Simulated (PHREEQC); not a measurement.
Dissolve 0.0041 mol NiSO4 and 0.071 mol MnSO4 per kg of water at 20 °C. Closed to the air; pH follows from the charge balance.

Model: ion-association model, wateq4f.dat, run in PHREEQC.

No solid was allowed to form.

Problem. Estimate the pH, ionic strength.

Solution. pH 6.41; ionic strength 0.174 mol/kgw.

Problem. In which forms is Ni present?

Solution. Ni+2 56 %, NiSO4 44 % of the Ni.
